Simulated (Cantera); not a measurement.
A Cantera script and its output.

```python
import numpy as np
import cantera as ct

gas = ct.Solution("h2o2.yaml")
gas.TPX = 1300, 100000, {'H2': 1.7, 'O2': 1, 'N2': 17}
reactor = ct.IdealGasConstPressureReactor(gas, energy="off", clone=False)
net = ct.ReactorNet([reactor])
net.rtol, net.atol = 1e-08, 1e-18
show = ['H2', 'O2', 'H', 'HO2', 'O', 'OH', 'H2O']
times = np.geomspace(2e-05, 30, 13)

steps = ct.SolutionArray(gas, extra=["t"])
rows = []
print(f"{'t/s':>10s}{'T/K':>9s}{'P/Pa':>11s}" + "".join(f"{s:>11s}" for s in show))
for t in times:
    while net.time < t:
        t_next = net.step()
        steps.append(gas.state, t=t_next)
    rows.append([np.interp(t, steps.t, y) for y in (steps.T, steps.P, *steps(*show).X.T)])
    print(f"{t:10.3e}{rows[-1][0]:9.1f}{rows[-1][1]:11.4g}" + "".join(f"{x:11.3e}" for x in rows[-1][2:]))
rate = np.gradient(steps.T, steps.t)
print("integrator steps:", len(steps.t))
if steps.T.max() > steps.T[0] + 200:
    print(f"time of steepest temperature rise: {steps.t[rate.argmax()]:.4e} s")
gas.TPX = 1300, 100000, {'H2': 1.7, 'O2': 1, 'N2': 17}
gas.equilibrate("TP")
print(f"equilibrium (TP): T = {gas.T:.1f} K  " + "  ".join(f"{s} {gas[s].X[0]:.3e}" for s in show))
```

It prints:

```
       t/s      T/K       P/Pa         H2         O2          H        HO2          O         OH        H2O
 2.000e-05   1300.0      1e+05  8.629e-02  5.076e-02  2.781e-07  5.609e-08  4.327e-08  2.763e-08  3.085e-07
 6.542e-05   1300.0      1e+05  8.396e-02  4.976e-02  1.245e-03  1.682e-05  1.949e-04  1.337e-04  1.645e-03
 2.140e-04   1300.0      1e+05  6.682e-03  1.190e-02  7.716e-03  7.397e-06  1.754e-03  1.443e-03  7.798e-02
 6.999e-04   1300.0      1e+05  1.427e-03  8.544e-03  5.383e-04  4.758e-06  2.317e-04  5.242e-04  8.810e-02
 2.289e-03   1300.0      1e+05  1.800e-04  7.996e-03  2.085e-05  1.948e-06  2.441e-05  1.674e-04  8.990e-02
 7.489e-03   1300.0      1e+05  1.902e-05  7.951e-03  7.748e-07  3.238e-07  2.714e-06  5.716e-05  9.014e-02
 2.449e-02   1300.0      1e+05  2.589e-06  7.953e-03  4.622e-08  4.963e-08  4.418e-07  2.330e-05  9.017e-02
 8.012e-02   1300.0      1e+05  5.436e-07  7.955e-03  4.952e-09  1.092e-08  1.032e-07  1.126e-05  9.018e-02
 2.621e-01   1300.0      1e+05  1.675e-07  7.956e-03  8.786e-10  4.153e-09  3.223e-08  6.291e-06  9.018e-02
 8.572e-01   1300.0      1e+05  9.338e-08  7.956e-03  3.613e-10  3.110e-09  1.699e-08  4.563e-06  9.018e-02
 2.804e+00   1300.0      1e+05  8.834e-08  7.956e-03  3.310e-10  3.054e-09  1.588e-08  4.412e-06  9.018e-02
 9.172e+00   1300.0      1e+05  8.833e-08  7.956e-03  3.310e-10  3.054e-09  1.588e-08  4.412e-06  9.018e-02
 3.000e+01   1300.0      1e+05  8.833e-08  7.956e-03  3.310e-10  3.054e-09  1.588e-08  4.412e-06  9.018e-02
integrator steps: 1953
equilibrium (TP): T = 1300.0 K  H2 8.833e-08  O2 7.956e-03  H 3.310e-10  HO2 3.054e-09  O 1.588e-08  OH 4.412e-06  H2O 9.018e-02
```

Detailed kinetics in Cantera: the H2/O2 subset of GRI-Mech 3.0, which has no nitrogen chemistry. The temperature is held fixed by assumption; the heat of reaction is taken as removed at once.
